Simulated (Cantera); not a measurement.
Standard-state values (1 bar) from the NASA 1993 polynomials, evaluated with Cantera. Values are per mole of reaction as written; species without (g) are pure solids or liquids, kept so even where they would boil at 1 bar.

2 Pb + O₂(g) ⇌ 2 PbO(g), with ΔH° = 140.6 kJ and ΔS° = 145.2 J/K at 300 K.

How far is the shortcut ΔG° ≈ ΔH°(300 K) − T·ΔS°(300 K) from the full temperature-dependent value at 2023, 2073, 2123, 2173, 2223, 2273, 2323, 2373 K?


```tsv
T (K)	shortcut (kJ)	full (kJ)	difference (kJ)	difference in log10 K	condensed phases
2023	-153.2	-90.0	-63.2	1.63	Pb(l)
2073	-160.5	-94.6	-65.8	1.66	Pb(l)
2123	-167.8	-99.3	-68.5	1.69	Pb(l)
2173	-175.0	-103.8	-71.2	1.71	Pb(l)
2223	-182.3	-108.4	-73.9	1.74	Pb(l)
2273	-189.5	-113.0	-76.6	1.76	Pb(l)
2323	-196.8	-117.5	-79.3	1.78	Pb(l)
2373	-204.1	-122.0	-82.1	1.81	Pb(l)
```
The shortcut ignores heat capacities and the phase changes listed.
